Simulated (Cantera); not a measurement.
Input: 1 mol C2H5OH, 6.2 mol H2, at 1.33 mbar.

These are equilibrium values from Cantera (NASA tables, ideal gas, pure condensed phases), not measurements of a reactor. Candidate condensed phases: C, C6H6, C7H8, C8H18, H2O; 110 gas species. Kinetics and transport are ignored.

Question: At 2473 K, list the 4 most abundant gas species with their mole fractions, and the condensed phases.

Answer: H2 0.490, H 0.428, CO 0.0770, C2H2 (acetylene) 0.00473. Condensed: C(graphite).
